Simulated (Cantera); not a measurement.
Charge: 1 mol SiCl₄, 0.86 mol Cl₂, 48 mol H₂, at 1.00 mbar.

Method: chemical equilibrium by Gibbs-energy minimisation in Cantera with the NASA 1993 tables (ideal gas, pure condensed phases). Candidate condensed phases: Si; 19 gas species. Kinetics and transport are ignored.

Over these rows the condensed part is Si(s). Partial pressures as log10 of bar:

| T (K) | 1000/T (1/K) | log p SiH₂Cl₂ | log p H₂ | log p HCl | log p SiCl₂ |
|---|---|---|---|---|---|
| 1150 | 0.8696 | -7.80 | -3.04 | -4.14 | -4.89 |
| 1225 | 0.8163 | ? | -3.04 | -4.12 | -4.80 |
| 1300 | 0.7692 | -8.48 | -3.04 | -4.12 | -4.77 |
| 1375 | 0.7273 | -8.79 | -3.04 | -4.12 | -4.74 |
| 1450 | 0.6897 | -9.06 | -3.04 | -4.13 | -4.73 |
| 1525 | 0.6557 | -9.31 | -3.04 | -4.14 | -4.71 |

Q: Fit log p(SiH₂Cl₂) = a + b·(1000/T) to the five rows, give the apparent enthalpy, and predict the row at 1225 K.

A: Means: 1000/T = 0.7423, log p = -8.688. Sxy = 0.193600, Sxx = 0.0274202, so b = 7.06 and a = -8.688 − (7.06)×0.7423 = -13.93.
Apparent enthalpy: −19.145 × (7.06) = -135 kJ/mol. With the condensed phases at unit activity, Si(s) + 2 HCl(g) = SiH₂Cl₂(g) links this pressure to the main gases: over the six rows their terms move log p by +0.00 in all, so the slope is close to that reaction's ΔH°. The five rows lie within 0.02 of the line.
Prediction at 1225 K: -13.93 + (7.06)×0.8163 = -8.17. The computed value is -8.14, 0.03 from the line.
